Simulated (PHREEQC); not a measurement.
Solution A (2.4 mmol/kgw LiBr, 0.25 mmol/kgw H3BO3 and 0.072 mmol/kgw H4SiO4) is mixed with solution B (0.0011 mol/kgw NiSO4, 0.00094 mol/kgw NiCl2 and 6.4e-05 mol/kgw Na2SO4) at 25 °C; shares are by mass of water, 1 kg in all. O2 is buffered at 0.21 atm. CO2 from the air is kept out. Only these solids could form: Ni(OH)2, Ni4(OH)6SO4, Chalcedony, Halite, Mirabilite, Morenosite.

Equilibrium calculation in PHREEQC: ion-association model, wateq4f.dat.

```
share of solution B    pH  Ni+2 (mol/kgw)  SO4-2 (mol/kgw)  NiSO4 (mol/kgw)
-------------------  ----  --------------  ---------------  ---------------
0                    6.39               0                0                0
0.1                  6.38        0.000200         0.000113          2.75e-6
0.2                  6.38        0.000395         0.000221          1.03e-5
0.3                  6.38        0.000587         0.000325          2.19e-5
0.4                  6.37        0.000775         0.000427          3.69e-5
0.5                  6.37        0.000961         0.000525          5.48e-5
0.6                  6.37         0.00114         0.000621          7.54e-5
0.7                  6.37         0.00132         0.000715          9.83e-5
0.8                  6.37         0.00150         0.000806         0.000123
0.9                  6.37         0.00168         0.000896         0.000150
1                    6.37         0.00185         0.000984         0.000179
```
